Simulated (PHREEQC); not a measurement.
Dissolve 12 mmol/kgw HF, 0.041 mmol/kgw NH4HF2 and 3.2 mmol/kgw HCl at 25 °C. Closed to the air; pH follows from the charge balance.

Computed with PHREEQC (ion-association model, phreeqc.dat).

```json
[
 {"quantity": "pH", "before": "2.34", "after": "2.46"},
 {"quantity": "HF2- (mol/kgw)", "before": "6.48e-5", "after": "7.74e-5"}
]
```

Question: Name the change that produced these shifts.
A) HCl left out
B) HCl from 0.0032 to 0.032 mol/kgw
C) HCl from 0.0032 to 0.0016 mol/kgw
D) temperature from 25 to 75 °C
E) NH4HF2 from 4.1e-05 to 2.05e-05 mol/kgw

Answer: C, HCl from 0.0032 to 0.0016 mol/kgw

Precipitation was switched off in this run.
